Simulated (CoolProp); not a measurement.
A single-stage vapour-compression cycle with the fluid: evaporating at 216.15 K (dew point), condensing at 236.15 K (bubble point), superheat 8 K, subcooling 8 K, compressor efficiency 0.6, no pressure losses. The same conditions are run with several fluids, on thermodynamics alone (safety and materials aside).

The numbers come from the reference Helmholtz-energy equation of state of each fluid (R404A: Lemmon 2003; vinyl chloride: Thol 2022; R115: Lemmon 2016; CH2F2 (R32): Tillner-Roth 1997; propylene: Lemmon 2013; nitrous oxide: Lemmon 2006) in CoolProp. Blends and air are pseudo-pure fits.

```
fluid           cooling COP  pressure ratio  discharge temperature (K)  refrigerating effect (kJ/kg)  volumetric capacity (kJ/m³)
--------------  -----------  --------------  -------------------------  ----------------------------  ---------------------------
R404A                  6.00            2.76                      268.8                           198                          599
vinyl chloride         6.07            3.12                      303.2                           378                          144
R115                   6.35            2.64                      256.6                           126                          451
CH2F2 (R32)            5.99            2.65                      303.9                           375                          826
propylene              6.21            2.48                      276.7                           433                          648
nitrous oxide          5.93            2.14                      291.2                           322                         3980
```
